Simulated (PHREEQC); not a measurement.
PHREEQC input (ion-association model, wateq4f.dat):

```
SOLUTION_MASTER_SPECIES
  An  An-  0  An  62.0  # stands for a non-complexing anion
SOLUTION_SPECIES
  An- = An-
    -log_k 0
    -gamma 3.0 0
PHASES
  Fix_H+
    H+ = H+
    -log_k 0
SOLUTION 1
  temp 25
  units mmol/kgw
  pH 7 charge
  Na 1
  An 1
END
SELECTED_OUTPUT 1
  -reset false
  -pH true
  -pe true
  -ionic_strength true
  -water true
  -totals Na
  -molalities Hfo_wOH Hfo_wOH2+ Hfo_wO- Hfo_sOH Hfo_sOH2+ Hfo_sO-
USER_PUNCH 1
  -headings sigma psi
  10 PUNCH EDL("sigma", "Hfo"), EDL("psi", "Hfo")
PRINT
  -reset false
USE solution 1
SURFACE 1
  Hfo_wOH 0.00696629 600 3.1
  Hfo_sOH 0.000174157
EQUILIBRIUM_PHASES 1
  Fix_H+ -4 HAn 10
    -force_equality true
  O2(g) -0.68 10
END
# ... the last block is repeated for the other 12 points of pH, with NaOH or the acid as the point needs
```

Selected output (columns that matter, 13 of 13 rows; pH added in front):

```
pH	mu	Na	m_Hfo_wOH	m_Hfo_wOH2+	m_Hfo_wO-	m_Hfo_sOH	m_Hfo_sOH2+	m_Hfo_sO-	sigma	psi
4	0.0025561	0.001	0.0038993	0.0029489	0.00011811	9.7481e-05	7.3723e-05	2.9528e-06	0.15053	0.2018
4.5	0.001968	0.001	0.0046603	0.0020651	0.00024092	0.00011651	5.1627e-05	6.0231e-06	0.097001	0.18596
5	0.0015852	0.001	0.0050664	0.0015107	0.00038925	0.00012666	3.7767e-05	9.7312e-06	0.059632	0.16656
5.5	0.0013433	0.001	0.0052454	0.0011922	0.0005287	0.00013113	2.9805e-05	1.3218e-05	0.035281	0.14395
6	0.0011965	0.001	0.0053133	0.0010172	0.00063583	0.00013283	2.5429e-05	1.5896e-05	0.020277	0.11878
6.5	0.0011097	0.001	0.0053368	0.00092149	0.00070805	0.00013342	2.3037e-05	1.7701e-05	0.01135	0.091857
7	0.0010585	0.001	0.0053444	0.00086792	0.00075392	0.00013361	2.1698e-05	1.8848e-05	0.0060623	0.063854
7.5	0.0010269	0.001	0.0053469	0.00083591	0.0007835	0.00013367	2.0898e-05	1.9588e-05	0.0027866	0.035254
8	0.0010045	0.001	0.0053475	0.00081374	0.00080505	0.00013369	2.0343e-05	2.0126e-05	0.00046209	0.0063692
8.5	0.0010196	0.001036	0.0053473	0.00079353	0.00082547	0.00013368	1.9838e-05	2.0637e-05	-0.0016985	-0.022564
9	0.0010534	0.0010965	0.0053458	0.00076821	0.00085222	0.00013365	1.9205e-05	2.1306e-05	-0.0044673	-0.051316
9.5	0.0011178	0.0012028	0.005341	0.00072974	0.00089552	0.00013352	1.8244e-05	2.2388e-05	-0.0088155	-0.079597
10	0.0012626	0.001421	0.005325	0.00066611	0.00097518	0.00013312	1.6653e-05	2.4379e-05	-0.016435	-0.10691
```

Complexes and solids missing from the database can't appear.
